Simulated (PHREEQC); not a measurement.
Make-up at 25 °C and 100 atm: 0.0093 mol/kgw ZnSO4, 0.0001 mol/kgw CuCl2, 0.00037 mol/kgw NaF, 0.21 mol/kgw Na2SO4 and 0.0028 mol/kgw H2SO4. Closed to the air; pH follows from the charge balance.

Computed with PHREEQC (ion-association model, phreeqc.dat).

This is a speciation only: nothing precipitates in the calculation.

### Question
Order these Zn species by the share of Zn that they hold, largest first: ZnSO4, Zn+2, Zn(SO4)2-2.

### Answer
Zn(SO4)2-2 (38 %), ZnSO4 (34 %), Zn+2 (28 %)

The pH is 2.96 and the ionic strength 0.527 mol/kgw. Species that the database lacks are ignored. Under pressure, the constants of complexes without a molar volume in the database are unreliable.
